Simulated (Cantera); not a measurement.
Feed: 1 mol CH3OH, 0.062 mol CO2, at 2025 K and 1.00 mbar.

Equilibrium computed with Cantera from the NASA thermochemical tables; the gas is ideal and each condensed phase is pure. Candidate condensed phases: C, C6H6, C7H8, C8H18, H2O; 110 gas species. Rates play no part.

Base state: H2 0.597, CO 0.337, H 0.0470, H2O 0.0175, CO2 0.00211, OH 0.000144 (mole fractions); condensed: gas only.

### Question
What changes in the equilibrium state with this change: CO2 from 0.062 to 1.8 mol?

### Answer
```json
[
 {"species": "CO", "before": "0.337", "after": "0.442"},
 {"species": "H2O", "before": "0.0175", "after": "0.232"},
 {"species": "H2", "before": "0.597", "after": "0.165"},
 {"species": "CO2", "before": "0.00211", "after": "0.133"},
 {"species": "H", "before": "0.0470", "after": "0.0247"},
 {"species": "O2", "before": "1.04e-7", "after": "0.000240"},
 {"species": "O", "before": "8.25e-6", "after": "0.000396"}
]
```
